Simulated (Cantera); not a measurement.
An adiabatic, constant-volume homogeneous reactor starts with 21.1 % CH4, 19.2 % O2, 59.6 % N2, equivalence ratio 2.2, at 1623 K and 1.38 atm.

Cantera simulation using GRI-Mech 3.0 (53 species, 325 reactions); the numbers are that mechanism's predictions, not measurements.

Question: Predict: time of steepest temperature rise; temperature at 0.400 s; equilibrium temperature; x(O2) at 0.400 s; x(H) at 0.400 s; x(OH) at 0.400 s; x(HCO) at 0.400 s; x(NO) at 0.400 s.

Answer: 
```
Item                                                                  Result
---------------------------------  -----------------------------------------
time of steepest temperature rise                                   0.314 ms
temperature at 0.400 s                                                2821 K
equilibrium temperature                                               2821 K
x(O2) at 0.400 s                     6.46e-5 (gas-phase equilibrium 6.46e-5)
x(H) at 0.400 s                        0.0230 (gas-phase equilibrium 0.0230)
x(OH) at 0.400 s                     0.00388 (gas-phase equilibrium 0.00388)
x(HCO) at 0.400 s                    1.02e-6 (gas-phase equilibrium 1.02e-6)
x(NO) at 0.400 s                   0.000519 (gas-phase equilibrium 0.000519)
```
